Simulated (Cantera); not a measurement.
Feed: 1 mol SiO2, 3.5 mol C, 5 mol N2, held at 47.0 Pa.

Cantera equilibrium calculation (NASA polynomials, part measured and part estimated; ideal gas, pure solids and liquids). Candidate condensed phases: C, Si, SiC, SiO2, Si2N2O, Si3N4; 34 gas species. N2 is the only nitrogen source here; it is nearly inert below about 1500 K, so the nitride shown seldom forms there in practice. Mutual solubility and eutectic melting of coexisting phases are not modelled. The tables' values for SiN are old estimates; treat these amounts as uncertain. Equilibrium is a limit: real reactors are often held back by kinetics, nucleation or transport.

x: gas mole fraction; n: condensed amount in mol.

```json
[
 {"T (°C)": "675", "x N2": "0.981", "x CO": "0.0192", "x Si": "<1e-12", "x SiO": "3.22e-12", "x SiC2": "<1e-12", "x Si2C": "<1e-12", "n C(graphite)": "3.40", "n SiO2(β-quartz)": "0.935", "n Si2N2O(s)": "0.0325", "n SiC(s)": "0"},
 {"T (°C)": "775", "x N2": "0.843", "x CO": "0.157", "x Si": "<1e-12", "x SiO": "1.63e-9", "x SiC2": "<1e-12", "x Si2C": "<1e-12", "n C(graphite)": "2.62", "n SiO2(β-quartz)": "0.414", "n Si2N2O(s)": "0.293", "n SiC(s)": "0"},
 {"T (°C)": "875", "x N2": "0.750", "x CO": "0.250", "x Si": "<1e-12", "x SiO": "…", "x SiC2": "<1e-12", "x Si2C": "<1e-12", "n C(graphite)": "2.00", "n SiO2(β-quartz)": "0", "n Si2N2O(s)": "0.500", "n SiC(s)": "0"},
 {"T (°C)": "975", "x N2": "0.750", "x CO": "0.250", "x Si": "1.30e-12", "x SiO": "4.85e-6", "x SiC2": "<1e-12", "x Si2C": "<1e-12", "n C(graphite)": "2.00", "n SiO2(β-quartz)": "0", "n Si2N2O(s)": "0.500", "n SiC(s)": "0"},
 {"T (°C)": "1075", "x N2": "0.750", "x CO": "0.250", "x Si": "…", "x SiO": "…", "x SiC2": "<1e-12", "x Si2C": "<1e-12", "n C(graphite)": "2.00", "n SiO2(β-quartz)": "0", "n Si2N2O(s)": "0.500", "n SiC(s)": "0"},
 {"T (°C)": "1175", "x N2": "0.714", "x CO": "0.285", "x Si": "3.67e-8", "x SiO": "0.000446", "x SiC2": "4.05e-11", "x Si2C": "3.66e-11", "n C(graphite)": "0.506", "n SiO2(β-quartz)": "0", "n Si2N2O(s)": "0", "n SiC(s)": "0.997"},
 {"T (°C)": "1275", "x N2": "0.714", "x CO": "0.285", "x Si": "5.91e-7", "x SiO": "0.000679", "x SiC2": "1.54e-9", "x Si2C": "1.30e-9", "n C(graphite)": "0.510", "n SiO2(β-quartz)": "0", "n Si2N2O(s)": "0", "n SiC(s)": "0.995"},
 {"T (°C)": "1375", "x N2": "0.714", "x CO": "0.285", "x Si": "6.76e-6", "x SiO": "0.000980", "x SiC2": "3.72e-8", "x Si2C": "2.95e-8", "n C(graphite)": "0.514", "n SiO2(β-quartz)": "0", "n Si2N2O(s)": "0", "n SiC(s)": "0.993"},
 {"T (°C)": "1475", "x N2": "0.714", "x CO": "0.284", "x Si": "5.84e-5", "x SiO": "0.00135", "x SiC2": "6.22e-7", "x Si2C": "4.66e-7", "n C(graphite)": "0.519", "n SiO2(β-quartz)": "0", "n Si2N2O(s)": "0", "n SiC(s)": "0.990"},
 {"T (°C)": "1575", "x N2": "0.714", "x CO": "0.284", "x Si": "0.000398", "x SiO": "0.00180", "x SiC2": "7.62e-6", "x Si2C": "5.42e-6", "n C(graphite)": "0.528", "n SiO2(β-quartz)": "0", "n Si2N2O(s)": "0", "n SiC(s)": "0.984"},
 {"T (°C)": "1675", "x N2": "0.713", "x CO": "0.283", "x Si": "0.00222", "x SiO": "0.00233", "x SiC2": "7.18e-5", "x Si2C": "4.86e-5", "n C(graphite)": "0.548", "n SiO2(β-quartz)": "0", "n Si2N2O(s)": "0", "n SiC(s)": "0.967"},
 {"T (°C)": "1775", "x N2": "0.706", "x CO": "0.280", "x Si": "0.0105", "x SiO": "0.00290", "x SiC2": "0.000540", "x Si2C": "0.000350", "n C(graphite)": "0.614", "n SiO2(β-quartz)": "0", "n Si2N2O(s)": "0", "n SiC(s)": "0.896"},
 {"T (°C)": "1875", "x N2": "0.680", "x CO": "0.268", "x Si": "0.0427", "x SiO": "0.00344", "x SiC2": "0.00335", "x Si2C": "0.00209", "n C(graphite)": "0.856", "n SiO2(β-quartz)": "0", "n Si2N2O(s)": "0", "n SiC(s)": "0.603"}
]
```

Q: Some entries are withheld; supply them.

A: 
- 1075, x Si: 5.98e-10
- 1075, x SiO: 9.56e-5
- 875, x SiO: 1.44e-7
